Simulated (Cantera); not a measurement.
# Hydrocarbon pyrolysis for carbon deposition

A perfectly stirred reactor is fed with 17.2 % C2H6, 82.8 % N2, at 0.165 Torr; it is held at 1500 K, and followed from long to short residence time.

Model: GRI-Mech 3.0 (53 species, 325 reactions), integrated in Cantera. GRI-Mech 3.0 stops at C3 and has no aromatics, soot or wall deposition, so with more carbon than oxygen in the feed, carbon stays in small species such as C2H2 where larger ones or solid carbon would form. Radical loss at walls, strong at low pressure, is not modelled.

```csv
τ (s),x C2H6,x H2,x HCN,x C2H2,x C2H,x CH3
0.83,0.0114,0.121,6.32e-7,0.0612,6.09e-7,0.00958
0.31,0.0278,0.0908,3.88e-7,0.0363,4.61e-7,0.0144
0.12,0.0610,0.0608,2.19e-7,0.0146,2.31e-7,0.0186
0.045,0.113,0.0289,9.60e-8,0.00254,5.50e-8,0.0172
0.017,0.153,0.00756,2.63e-8,0.000133,4.59e-9,0.00998
0.0064,0.168,0.000960,1.97e-9,1.96e-6,3.74e-11,0.00446
0.0024,0.171,5.77e-5,1.12e-11,1.21e-8,<1e-12,0.00185
0.00091,0.172,2.75e-6,<1e-12,1.28e-10,<1e-12,0.000728
0.00034,0.172,1.23e-7,<1e-12,2.16e-12,<1e-12,0.000276
```
x: mole fraction; the columns are a selection and need not sum to one.
